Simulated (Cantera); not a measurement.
Feed: 1 mol B₂O₃, 1.8 mol O₂, held at 2325 K.

Equilibrium computed with Cantera from the NASA thermochemical tables; the gas is ideal and each condensed phase is pure. Candidate condensed phases: B, B₂O₃; 10 gas species. The numbers say what is thermodynamically allowed, not how fast it happens.

log p: log10 of the partial pressure in bar; nothing condenses.

| P (Pa) | log p O₂ | log p B₂O₃ | log p O | log p BO₂ | log p BO | log p B₂O₂ |
|---|---|---|---|---|---|---|
| 10 | -4.56 | -5.04 | -4.52 | -4.61 | -5.05 | [?] |
| 32 | -3.93 | -4.34 | -4.20 | -4.10 | -4.86 | [?] |
| 100 | -3.35 | -3.72 | -3.92 | -3.65 | -4.69 | [?] |
| 320 | -2.79 | -3.14 | -3.64 | -3.22 | -4.54 | [?] |
| 1000 | -2.26 | -2.59 | -3.37 | -2.81 | -4.40 | [?] |
| 3200 | -1.74 | -2.05 | -3.11 | -2.41 | -4.26 | [?] |
| 10000 | -1.23 | -1.53 | -2.86 | -2.02 | -4.12 | [?] |
| 32000 | -0.71 | -1.00 | -2.60 | -1.63 | -3.99 | [?] |
| 100000 | -0.21 | -0.49 | -2.35 | -1.25 | -3.86 | [?] |

**Question.** Some entries are withheld; supply them.

**Answer.** 
- 10, log p B₂O₂: -8.01
- 32, log p B₂O₂: -7.62
- 100, log p B₂O₂: -7.30
- 320, log p B₂O₂: -6.99
- 1000, log p B₂O₂: -6.71
- 3200, log p B₂O₂: -6.43
- 10000, log p B₂O₂: -6.16
- 32000, log p B₂O₂: -5.89
- 100000, log p B₂O₂: -5.63
